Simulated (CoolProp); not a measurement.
Values from CoolProp's reference Helmholtz-energy equation of state, Zhou 2011.

Question: For dimethyl carbonate, give the phase and the density (kg/m³), cp (kJ/(kg K)), Joule-Thomson coefficient (K/MPa), isothermal compressibility (1/MPa) at 318.05 °C and 73.6 bar; 318.05 °C and 123 bar.

Answer: 
- 318.05 °C and 73.6 bar: supercritical; density 353, cp 4.65, Joule-Thomson coefficient 7.58, isothermal compressibility 0.316
- 318.05 °C and 123 bar: supercritical; density 571, cp 2.97, Joule-Thomson coefficient 1.47, isothermal compressibility 0.0325
